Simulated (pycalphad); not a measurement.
All values are pycalphad results on the COST 507 light-alloy database (1999) (1 atm), not direct measurements. No gas phase is included, though pure Mn would boil below 2077 °C. The database dates from 1999; later assessments differ in places, in temperatures and in the compounds included. Kinetics are ignored, which matters at the lower temperatures.

# Mn-4.16Si (at.%): equilibrium cooling sequence

```json
[
 {"T (°C)": "1217.7", "phases above": "liquid", "phases below": "bcc + liquid"},
 {"T (°C)": "1172.2", "phases above": "bcc + liquid", "phases below": "bcc + β-Mn"},
 {"T (°C)": "1165.2", "phases above": "bcc + β-Mn", "phases below": "β-Mn"},
 {"T (°C)": "657.0", "phases above": "β-Mn", "phases below": "α-Mn + β-Mn"},
 {"T (°C)": "645.4", "phases above": "α-Mn + β-Mn", "phases below": "α-Mn"}
]
```

Changes were sought between steps of 100 K, so a narrower field can be missed.
